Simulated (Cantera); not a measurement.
A freely propagating, adiabatic, planar premixed flame of CH4 : O2 : N2 = 1 : 2.33 : 8.74 (molar parts), equivalence ratio 0.86, unburnt at 400 K and 46000 Pa; mixture-averaged transport, grid criteria slope 0.08 and curve 0.16, no radiation.

Computed with Cantera and GRI-Mech 3.0 (53 species, 325 reactions). Burning velocities carry a grid error of a few per cent, more on coarse grids.

Task: How do the results move with these cheaper or finer settings: unity-Lewis-number transport; multicomponent transport; multicomponent+Soret transport; grid criteria slope 0.5, curve 1; grid criteria slope 0.25, curve 0.5; grid criteria slope 0.03, curve 0.06?

Result: 
| setting | laminar burning velocity | thermal thickness | peak x(O) | peak x(HCN) | grid points |
|---|---|---|---|---|---|
| as above | 67.3 cm/s | 0.793 mm | 0.00532 | 1.07e-6 | 151 |
| unity-Lewis-number transport | 51.7 cm/s | 0.876 mm | 0.00607 | 9.93e-7 | 137 |
| multicomponent transport | 67.5 cm/s | 0.804 mm | 0.00534 | 1.08e-6 | 151 |
| multicomponent+Soret transport | 66.4 cm/s | 0.806 mm | 0.00534 | 1.03e-6 | 151 |
| grid criteria slope 0.5, curve 1 | 73.5 cm/s | 0.862 mm | 0.00553 | 1.05e-6 | 43 |
| grid criteria slope 0.25, curve 0.5 | 70.0 cm/s | 0.813 mm | 0.00545 | 1.07e-6 | 63 |
| grid criteria slope 0.03, curve 0.06 | 66.5 cm/s | 0.789 mm | 0.00527 | 1.07e-6 | 360 |
The base run took about 14 core-seconds (a rough figure).
Unity Lewis numbers drop preferential diffusion, which matters most where H2 and H carry the flame; Soret adds thermal diffusion.
